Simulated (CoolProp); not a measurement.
Computed with CoolProp (reference Helmholtz-energy equation of state, Lemmon 2006). It is a short technical equation, of lower accuracy than the large ones.

For C2F6 (R116), give the phase and the density (kg/m³), speed of sound (m/s), Joule-Thomson coefficient (K/MPa), Prandtl number at 383.4 K and 12.9 MPa.


- 383.4 K and 12.9 MPa: supercritical; density 755, speed of sound 185, Joule-Thomson coefficient 1.43, Prandtl number 1.77

Viscosity comes from a separate model (Huber 2003), an estimate that may be off by 10 % or more. Thermal conductivity comes from a separate model (Huber 2003), an estimate that may be off by 10 % or more.
